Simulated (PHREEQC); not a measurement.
Consider water at 25 °C with 4.3 mmol/kgw CuSO4, 33 mmol/kgw HNO3 and 55 mmol/kgw KCl. Closed to the air; pH follows from the charge balance.

The numbers come from PHREEQC with the ion-association model, phreeqc.dat.

Each row changes one thing in this solution. This is a speciation only: nothing precipitates in the calculation.

```json
[
 {"case": "as made", "pH": "1.59", "ionic strength (mol/kgw)": "0.0993", "Cu+2 (mol/kgw)": "0.00386", "HSO4- (mol/kgw)": "0.00209", "SO4-2 (mol/kgw)": "0.00176", "KSO4- (mol/kgw)": "0.000246", "SI of Sylvite (KCl)": "-3.65"},
 {"case": "KCl from 0.055 to 0.011 mol/kgw", "pH": "1.58", "ionic strength (mol/kgw)": "0.0552", "Cu+2 (mol/kgw)": "0.00397", "HSO4- (mol/kgw)": "0.00231", "SO4-2 (mol/kgw)": "0.00166", "KSO4- (mol/kgw)": "5.59e-5", "SI of Sylvite (KCl)": "-5.01"},
 {"case": "diluted 5-fold with water", "pH": "2.25", "ionic strength (mol/kgw)": "0.0204", "Cu+2 (mol/kgw)": "0.000812", "HSO4- (mol/kgw)": "0.000215", "SO4-2 (mol/kgw)": "0.000586", "KSO4- (mol/kgw)": "2.59e-5", "SI of Sylvite (KCl)": "-4.94"},
 {"case": "diluted 2-fold with water", "pH": "1.87", "ionic strength (mol/kgw)": "0.0502", "Cu+2 (mol/kgw)": "0.00198", "HSO4- (mol/kgw)": "0.000824", "SO4-2 (mol/kgw)": "0.00113", "KSO4- (mol/kgw)": "9.82e-5", "SI of Sylvite (KCl)": "-4.20"}
]
```
